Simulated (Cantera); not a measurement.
# Iron carbonyl, mercury and lead vapours: HgO + H₂

Input: 1 mol HgO, 0.53 mol H₂, at 1623 K and 2.70 bar.

These are equilibrium values from Cantera (NASA tables, ideal gas, pure condensed phases), not measurements of a reactor. Candidate condensed phases: H₂O, Hg, HgO; 10 gas species. Rates play no part.

```
Item                                  Value
--------------------------------  ---------
x(Hg)                                 0.567
x(H₂O)                                0.300
x(O₂)                                 0.133
x(OH)                              0.000254
x(H₂)                               4.34e-6
x(O)                                4.22e-6
gas amount                        1.765 mol
log10 activity of Hg(l) (absent)      -2.69
```
